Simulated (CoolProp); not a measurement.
A simple Rankine cycle with R22: condensing at 314.15 K, boiler at 3.58 MPa, turbine inlet 499 K, turbine efficiency 0.75, pump efficiency 0.8, no recuperator. Each further row changes one setting.

Values from CoolProp's reference Helmholtz-energy equation of state, Kamei 1995.

```tsv
case	thermal efficiency (%)	net work (kJ/kg)	heat in (kJ/kg)	turbine exit temperature (K)	volume ratio over the turbine
as stated	…	23.9	313	458.0	…
condensing temperature 306.15 K	9.2	29.7	323	…	…
boiler pressure 2.51 MPa	…	…	…	476.3	1.55
turbine efficiency 0.65	…	20.4	313	462.1	2.19
```

Question: Fill in the missing entries.

Answer: 
- as stated, thermal efficiency (%): 7.6
- as stated, volume ratio over the turbine: 2.17
- condensing temperature 306.15 K, turbine exit temperature (K): 449.0
- condensing temperature 306.15 K, volume ratio over the turbine: 2.61
- boiler pressure 2.51 MPa, thermal efficiency (%): 4.5
- boiler pressure 2.51 MPa, net work (kJ/kg): 14.5
- boiler pressure 2.51 MPa, heat in (kJ/kg): 319
- turbine efficiency 0.65, thermal efficiency (%): 6.5
